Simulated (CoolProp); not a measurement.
Vapour pressure (MPa) of n-perfluorohexane: the reference equation beside estimates from Tc = 448.0 K, pc = 1.742 MPa, ω = 0.497. Clausius-Clapeyron is anchored at 337 K with a constant enthalpy of vaporisation of 27.90 kJ/mol.

The numbers come from the reference Helmholtz-energy equation of state, Gao 2022 in CoolProp.

```json
[
 {"T (K)": "263.5", "reference": "0.004975", "Clausius-Clapeyron": "0.007871", "Redlich-Kwong": "0.02884", "Soave-Redlich-Kwong": "0.004992"},
 {"T (K)": "275.7", "reference": "0.009927", "Clausius-Clapeyron": "0.01383", "Redlich-Kwong": "0.04631", "Soave-Redlich-Kwong": "0.009916"},
 {"T (K)": "288", "reference": "0.01849", "Clausius-Clapeyron": "0.02325", "Redlich-Kwong": "0.07104", "Soave-Redlich-Kwong": "0.01843"},
 {"T (K)": "300.2", "reference": "0.03215", "Clausius-Clapeyron": "0.03734", "Redlich-Kwong": "0.1042", "Soave-Redlich-Kwong": "0.03206"},
 {"T (K)": "312.5", "reference": "0.05316", "Clausius-Clapeyron": "0.05797", "Redlich-Kwong": "0.1478", "Soave-Redlich-Kwong": "0.05311"},
 {"T (K)": "324.7", "reference": "0.08356", "Clausius-Clapeyron": "0.08678", "Redlich-Kwong": "0.2029", "Soave-Redlich-Kwong": "0.08370"},
 {"T (K)": "337", "reference": "0.1265", "Clausius-Clapeyron": "0.1265", "Redlich-Kwong": "0.2718", "Soave-Redlich-Kwong": "0.1272"},
 {"T (K)": "349.3", "reference": "0.1850", "Clausius-Clapeyron": "0.1797", "Redlich-Kwong": "0.3557", "Soave-Redlich-Kwong": "0.1867"},
 {"T (K)": "361.5", "reference": "0.2615", "Clausius-Clapeyron": "0.2485", "Redlich-Kwong": "0.4552", "Soave-Redlich-Kwong": "0.2650"},
 {"T (K)": "373.8", "reference": "0.3610", "Clausius-Clapeyron": "0.3372", "Redlich-Kwong": "0.5734", "Soave-Redlich-Kwong": "0.3674"},
 {"T (K)": "386", "reference": "0.4858", "Clausius-Clapeyron": "0.4479", "Redlich-Kwong": "0.7098", "Soave-Redlich-Kwong": "0.4962"},
 {"T (K)": "398.3", "reference": "0.6426", "Clausius-Clapeyron": "0.5858", "Redlich-Kwong": "0.8678", "Soave-Redlich-Kwong": "0.6581"},
 {"T (K)": "410.5", "reference": "0.8339", "Clausius-Clapeyron": "0.7525", "Redlich-Kwong": "1.046", "Soave-Redlich-Kwong": "0.8551"},
 {"T (K)": "422.8", "reference": "1.070", "Clausius-Clapeyron": "0.9545", "Redlich-Kwong": "1.249", "Soave-Redlich-Kwong": "1.095"}
]
```

Absolute difference from the reference over all 14 rows, mean and median: Clausius-Clapeyron 14.6 and 8.9 %, Redlich-Kwong 152.8 and 103.6 %, Soave-Redlich-Kwong 1.1 and 0.7 %.
